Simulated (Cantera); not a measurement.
A closed system holds: 1 mol n-butane, 0.03 mol NH3, 0.028 mol CO2, at 2.50 bar.

These are equilibrium values from Cantera (NASA tables, ideal gas, pure condensed phases), not measurements of a reactor. Candidate condensed phases: C, C6H6, C7H8, C8H18, H2O; 169 gas species. Ions and electrons are included (thermal ionisation). Equilibrium is a limit: real reactors are often held back by kinetics, nucleation or transport. All values below are at 1727 °C.

Base state: H2 0.983, CO 0.0109, N2 0.00254, CH4 0.00103, H 0.00102, C2H2 (acetylene) 0.000755, HCN 0.000737, HNC 4.19e-5 (mole fractions); condensed: C(graphite).

What changes in the equilibrium state with this change: NH3 from 0.03 to 0.024 mol?


| species | before | after |
|---|---|---|
| H2 | 0.983 | 0.983 |
| CO | 0.0109 | 0.0110 |
| N2 | 0.00254 | 0.00201 |
| HCN | 0.000737 | 0.000655 |
| HNC | 4.19e-5 | 3.72e-5 |
| C2H4 | 1.25e-5 | 1.25e-5 |
| C(graphite), mol | 3.95 | 3.96 |
